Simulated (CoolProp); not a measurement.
A simple Rankine cycle with cyclopropane: condensing at 291.15 K, boiler at 3.91 MPa, turbine inlet 417.1 K, turbine efficiency 0.7, pump efficiency 0.6, no recuperator. Each further row changes one setting.

The numbers come from the reference Helmholtz-energy equation of state, Polt 1992 in CoolProp. This equation is an older, rougher fit; its heat capacities, sound speeds and derivatives of the liquid may be far off and weren't checked against measurements.

```csv
case,thermal efficiency (%),net work (kJ/kg),heat in (kJ/kg),turbine exit temperature (K),volume ratio over the turbine
as stated,12.8,72.2,563,340.3,6.62
turbine inlet 437.1 K,(withheld),80.1,613,364.8,6.50
condensing temperature 283.15 K,14.0,81.5,(withheld),332.5,(withheld)
boiler pressure 2.74 MPa,11.1,65.7,590,359.8,4.47
turbine efficiency 0.6,(withheld),(withheld),563,347.2,6.79
```

Task: What belongs in the gaps?

Result: 
- turbine inlet 437.1 K, thermal efficiency (%): 13.1
- condensing temperature 283.15 K, heat in (kJ/kg): 582
- condensing temperature 283.15 K, volume ratio over the turbine: 8.26
- turbine efficiency 0.6, thermal efficiency (%): 10.8
- turbine efficiency 0.6, net work (kJ/kg): 60.7
